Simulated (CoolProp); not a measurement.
Nitrogen along the isotherm 81.3 K: fugacity coefficient from the reference equation and from simpler models built on Tc = 126.2 K, pc = 33.96 bar, ω = 0.037; each cubic takes its own stable root.

Computed with CoolProp (reference Helmholtz-energy equation of state, Span 2000).

```csv
p (bar),phase,reference,Soave-Redlich-Kwong,Peng-Robinson
3.18,liquid,0.4717,0.4701,0.4753
6.37,liquid,0.2395,0.2387,0.2408
9.55,liquid,0.1624,0.1619,0.1630
12.7,liquid,0.1242,0.1237,0.1244
15.9,liquid,0.1008,0.1005,0.1008
19.1,liquid,0.08537,0.08508,0.08520
22.3,liquid,0.07435,0.07410,0.07406
25.5,liquid,0.06612,0.06589,0.06573
28.7,liquid,0.05973,0.05953,0.05927
31.8,liquid,0.05479,0.05459,0.05426
35,liquid,0.05061,0.05043,0.05003
38.2,liquid,0.04715,0.04698,0.04652
41.4,liquid,0.04423,0.04407,0.04356
44.6,liquid,0.04175,0.04159,0.04103
47.8,liquid,0.03960,0.03945,0.03885
50.9,liquid,0.03779,0.03765,0.03700
```
